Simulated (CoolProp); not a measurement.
Model: reference Helmholtz-energy equation of state, Gao 2022, in CoolProp.

For n-perfluorohexane, give the phase and the density (kg/m³), cv (kJ/(kg K)), speed of sound (m/s), Joule-Thomson coefficient (K/MPa) at 32.85 °C and 0.289 MPa; 119.25 °C and 0.289 MPa; 148.05 °C and 0.289 MPa.


- 32.85 °C and 0.289 MPa: liquid; density 1650, cv 0.863, speed of sound 495, Joule-Thomson coefficient -0.259
- 119.25 °C and 0.289 MPa: gas; density 33.3, cv 0.929, speed of sound 89.7, Joule-Thomson coefficient 13.7
- 148.05 °C and 0.289 MPa: gas; density 30.2, cv 0.959, speed of sound 95.5, Joule-Thomson coefficient 10.6
